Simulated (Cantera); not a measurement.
# Ignition delay

Mixture: CH3OH : O2 : N2 : CO2 = 1 : 1.15 : 4.34 : 0.27 (molar parts), at 4.93 atm, adiabatic and at constant volume. Ignition delay is the time to a rise of 400 K.

Model: GRI-Mech 3.0 (53 species, 325 reactions), integrated in Cantera. GRI-Mech 3.0 was tuned for natural gas; its chemistry of methanol as a main component is partial and can be far from experiment.

| T0 (K) | delay (ms) |
|---|---|
| 1125 | 8.86 |
| 1175 | 3.53 |
| 1225 | 1.52 |
| 1275 | 0.703 |
| 1325 | 0.347 |
| 1375 | 0.182 |
| 1425 | 0.101 |
| 1475 | 0.0586 |
| 1525 | 0.0357 |

```
Property                                                Result
--------------------------------------------------  ----------
apparent activation energy between 1425 and 1525 K  190 kJ/mol
```
